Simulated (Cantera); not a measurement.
A perfectly stirred reactor is fed with 27.8 % C2H6, 72.2 % H2, at 0.00560 bar; it is held at 1350 K, and followed from long to short residence time.

Cantera simulation using GRI-Mech 3.0 (53 species, 325 reactions); the numbers are that mechanism's predictions, not measurements. GRI-Mech 3.0 stops at C3 and has no aromatics, soot or wall deposition, so with more carbon than oxygen in the feed, carbon stays in small species such as C2H2 where larger ones or solid carbon would form. Radical loss at walls, strong at low pressure, is not modelled.

Problem. Predict: x(C2H6) at τ = 7.40 s; x(H2) at τ = 7.40 s; x(H) at τ = 7.40 s; x(C2H4) at τ = 7.40 s; x(CH2) at τ = 7.40 s; x(C2H6) at τ = 50.0 ms; x(H2) at τ = 50.0 ms; x(H) at τ = 50.0 ms; x(C2H4) at τ = 50.0 ms; x(CH2) at τ = 50.0 ms.

Solution. 
```json
{
 "x(C2H6) at τ = 7.40 s": "0.000757",
 "x(H2) at τ = 7.40 s": "0.757",
 "x(H) at τ = 7.40 s": "0.000125",
 "x(C2H4) at τ = 7.40 s": "0.00951",
 "x(CH2) at τ = 7.40 s": "2.71e-8",
 "x(C2H6) at τ = 50.0 ms": "0.0495",
 "x(H2) at τ = 50.0 ms": "0.689",
 "x(H) at τ = 50.0 ms": "0.000256",
 "x(C2H4) at τ = 50.0 ms": "0.0915",
 "x(CH2) at τ = 50.0 ms": "3.20e-7"
}
```
